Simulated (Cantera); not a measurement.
Input (Python, Cantera):

```python
import numpy as np
import cantera as ct

gas = ct.Solution("gri30.yaml")


def delay(T, t_max=10):
    gas.TPX = T, 100000, {'CO': 1, 'H2': 0.14, 'CH4': 0.034, 'O2': 1.33, 'N2': 6.38}
    reactor = ct.IdealGasReactor(gas, clone=False)
    net = ct.ReactorNet([reactor])
    net.rtol, net.atol = 1e-8, 1e-16
    while net.time < t_max:
        t_old, T_old = net.time, reactor.T
        net.step()
        if reactor.T > T + 400:  # ignition: a rise of 400 K
            return t_old + (T + 400 - T_old) / (reactor.T - T_old) * (net.time - t_old)
    return np.nan


taus = []
for T in [1300, 1350, 1400, 1450, 1500, 1550, 1600, 1650, 1700, 1750]:
    taus.append(delay(T))
    print(f"T0 = {T:6g} K   tau = {taus[-1]:.4e} s")
```

Result:

```
T0 =   1300 K   tau = 1.3530e-04 s
T0 =   1350 K   tau = 1.2072e-04 s
T0 =   1400 K   tau = 1.1073e-04 s
T0 =   1450 K   tau = 1.0398e-04 s
T0 =   1500 K   tau = 9.9718e-05 s
T0 =   1550 K   tau = 9.7483e-05 s
T0 =   1600 K   tau = 9.7008e-05 s
T0 =   1650 K   tau = 9.8118e-05 s
T0 =   1700 K   tau = 1.0069e-04 s
T0 =   1750 K   tau = 1.0461e-04 s
```

Model: GRI-Mech 3.0 (53 species, 325 reactions), integrated in Cantera. Where the delays flatten at high temperature, the 400 K rule measures the pace of heat release, not the induction time.
